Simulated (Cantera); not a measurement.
Thermodynamics of aluminium nitride and oxide growth, feed AlCl₃ + HCl + N₂ + H₂O

Charge: 1 mol AlCl₃, 2.2 mol HCl, 95 mol N₂, 3.4 mol H₂O, at 0.740 bar.

Method: chemical equilibrium by Gibbs-energy minimisation in Cantera with the NASA 1993 tables (ideal gas, pure condensed phases). Candidate condensed phases: Al, AlCl₃, AlN, Al₂O₃, H₂O, NH₄Cl; 45 gas species. Gases not in the tables: Al(OH)₃. The numbers say what is thermodynamically allowed, not how fast it happens.

```csv
T (°C),x N₂,x HCl,x H₂O,x Cl,x H₂,n Al₂O₃(s)
1300,0.930,0.0507,0.0186,0.000187,0.000104,0.500
1350,0.930,0.0507,0.0186,0.000264,0.000147,0.500
1400,0.930,0.0505,0.0186,0.000365,0.000205,0.500
1450,0.930,0.0504,0.0186,0.000496,0.000279,0.500
1500,0.930,0.0502,0.0186,0.000660,0.000374,0.500
1550,0.930,0.0500,0.0185,0.000865,0.000494,0.500
1600,0.930,0.0498,0.0185,0.00112,0.000643,0.500
1650,0.930,0.0495,0.0184,0.00142,0.000824,0.500
1700,0.929,0.0491,0.0184,0.00178,0.00104,0.500
```
x: gas mole fraction; n: condensed amount in mol.

From 1300 °C to 1700 °C the condensed part is Al₂O₃(s).
